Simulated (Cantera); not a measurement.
Charge: 1 mol SiH₄, 0.057 mol C₂H₄, 490 mol H₂, held at 2125 K and 10.0 mbar.

Cantera equilibrium calculation (NASA polynomials, part measured and part estimated; ideal gas, pure solids and liquids). Candidate condensed phases: C, C₆H₆, C₇H₈, C₈H₁₈, Si, SiC; 87 gas species. Gases not in the tables: Si₂H₆ and higher silanes. Kinetics and transport are ignored.

Base state: H₂ 0.962, H 0.0356, Si 0.00182, C₂H₂ (acetylene) 9.31e-5, SiH 9.18e-5, Si₂C 2.43e-5, SiH₂ 2.09e-5 (mole fractions); condensed: gas only.

What changes in the equilibrium state with this change: temperature from 2125 K to 1623 K?


```json
[
 {"species": "H₂", "before": "0.962", "after": "0.999"},
 {"species": "H", "before": "0.0356", "after": "0.000691"},
 {"species": "Si", "before": "0.00182", "after": "1.56e-5"},
 {"species": "C₂H₂ (acetylene)", "before": "9.31e-5", "after": "4.50e-9"},
 {"species": "Si₂C", "before": "2.43e-5", "after": "5.80e-8"},
 {"species": "SiH", "before": "9.18e-5", "after": "3.14e-6"},
 {"species": "SiH₂", "before": "2.09e-5", "after": "6.46e-6"},
 {"species": "Si(s), mol", "before": "0", "after": "0.874"},
 {"species": "SiC(s), mol", "before": "0", "after": "0.114"}
]
```
Mutual solubility and eutectic melting of coexisting phases are not modelled.

What changes in the equilibrium state with this change: SiH₄ replaced by Si(CH₃)₄?


| species | before | after |
|---|---|---|
| H₂ | 0.962 | 0.961 |
| H | 0.0356 | 0.0356 |
| C₂H₂ (acetylene) | 9.31e-5 | 0.00161 |
| Si | 0.00182 | 0.00147 |
| SiC₂ | 7.51e-6 | 0.000105 |
| Si₂C | 2.43e-5 | 6.60e-5 |
| SiH₂ | 2.09e-5 | 1.69e-5 |
| SiH | 9.18e-5 | 7.42e-5 |
| C(graphite), mol | 0 | 2.25 |
| SiC(s), mol | 0 | 0.0883 |

What changes in the equilibrium state with this change: temperature from 2125 K to 1848.15 K?


```
species            before     after
----------------  -------  --------
H₂                  0.962     0.994
H                  0.0356   0.00529
Si                0.00182  0.000629
C₂H₂ (acetylene)  9.31e-5   2.28e-7
Si₂C              2.43e-5   8.56e-6
SiH₂              2.09e-5   4.14e-5
Si(l), mol              0     0.515
SiC(s), mol             0     0.109
```
Mutual solubility and eutectic melting of coexisting phases are not modelled.
